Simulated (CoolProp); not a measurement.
The fluid at 372.02 K and 7.8 MPa flows at 0.11 m/s in a round tube of 6 mm bore and 15 µm roughness, fully developed (64/Re and Nu = 3.66 if laminar; Colebrook and Gnielinski if turbulent). The same conditions are run with several fluids, on thermodynamics alone (safety and materials aside).

Computed with CoolProp (reference Helmholtz-energy equation of state of each fluid (methanol: de Reuck 1993; toluene: Lemmon 2006; n-nonane: Lemmon 2006)).

| fluid | Reynolds number | Darcy friction factor | pressure drop (Pa/m) | heat-transfer coefficient (W/(m² K)) | mass flow (kg/h) |
|---|---|---|---|---|---|
| methanol | 2000 | 0.0320 | … | … | 8.10 |
| toluene | … | 0.0353 | 28.5 | … | 8.96 |
| n-nonane | 1290 | … | 33.2 | 68.7 | 7.44 |

Some entries are withheld; supply them.


- methanol, pressure drop (Pa/m): 23.3
- methanol, heat-transfer coefficient (W/(m² K)): 116
- toluene, Reynolds number: 1810
- toluene, heat-transfer coefficient (W/(m² K)): 69.4
- n-nonane, Darcy friction factor: 0.0495

Transport values come from each fluid's own correlations.
